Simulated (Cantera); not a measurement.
An isothermal, constant-pressure homogeneous reactor starts with CH₄ : H₂O = 1 : 0.72 (molar parts), at 1800 K and 0.120 bar.

Detailed kinetics in Cantera: GRI-Mech 3.0 (53 species, 325 reactions). GRI-Mech 3.0 stops at C3 and has no aromatics, soot or wall deposition, so with more carbon than oxygen in the feed, carbon stays in small species such as C2H2 where larger ones or solid carbon would form.

### Question
Predict: x(CH₄) at 4.00 s; x(H₂O) at 4.00 s; x(CH₂O) at 4.00 s; x(CH₃) at 4.00 s; x(C₂H₆) at 4.00 s; x(OH) at 4.00 s.

### Answer
```json
{
  "x(CH₄) at 4.00 s": "0.00272 (gas-phase equilibrium 0.000899)",
  "x(H₂O) at 4.00 s": "0.00659 (gas-phase equilibrium 3.03e-7)",
  "x(CH₂O) at 4.00 s": "1.20e-8 (gas-phase equilibrium 7.81e-9)",
  "x(CH₃) at 4.00 s": "6.61e-5 (gas-phase equilibrium 2.18e-5)",
  "x(C₂H₆) at 4.00 s": "5.97e-8 (gas-phase equilibrium 9.74e-9)",
  "x(OH) at 4.00 s": "5.24e-7 (gas-phase equilibrium 2.40e-11)"
}
```
